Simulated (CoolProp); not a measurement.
Vapour pressure (MPa) of methanol: the reference equation beside estimates from Tc = 513.4 K, pc = 8.216 MPa, ω = 0.565. Clausius-Clapeyron is anchored at 380.3 K with a constant enthalpy of vaporisation of 32.14 kJ/mol.

The numbers come from the reference Helmholtz-energy equation of state, de Reuck 1993 in CoolProp.

```csv
T (K),reference,Lee-Kesler,Clausius-Clapeyron,van der Waals,Redlich-Kwong,Soave-Redlich-Kwong,Peng-Robinson
353.9,0.1860,0.1836,0.2066,1.522,0.6304,0.1835,0.1873
360.5,0.2339,0.2329,0.2523,1.674,0.7377,0.2330,0.2367
367.1,0.2914,0.2923,0.3059,1.834,0.8576,0.2926,0.2961
373.7,0.3599,0.3632,0.3685,2.005,0.9909,0.3639,0.3669
380.3,0.4409,0.4471,0.4409,2.185,1.138,0.4483,0.4506
386.9,0.5361,0.5454,0.5244,2.376,1.301,0.5476,0.5487
393.5,0.6471,0.6599,0.6201,2.576,1.478,0.6634,0.6631
400.1,0.7758,0.7922,0.7292,2.788,1.673,0.7976,0.7955
406.8,0.9266,0.9466,0.8550,3.013,1.887,0.9547,0.9503
413.4,1.097,1.120,0.9951,3.246,2.116,1.132,1.125
420,1.291,1.318,1.153,3.490,2.364,1.333,1.323
426.6,1.512,1.541,1.329,3.746,2.631,1.562,1.548
433.2,1.762,1.792,1.526,4.012,2.918,1.819,1.802
439.8,2.042,2.073,1.745,4.291,3.225,2.107,2.086
```

Absolute difference from the reference over all 14 rows, mean and median: Lee-Kesler 1.5 and 1.7 %, Clausius-Clapeyron 7.6 and 7.8 %, van der Waals 328.1 and 278.7 %, Redlich-Kwong 131.9 and 122.0 %, Soave-Redlich-Kwong 2.3 and 2.7 %, Peng-Robinson 2.1 and 2.3 %.
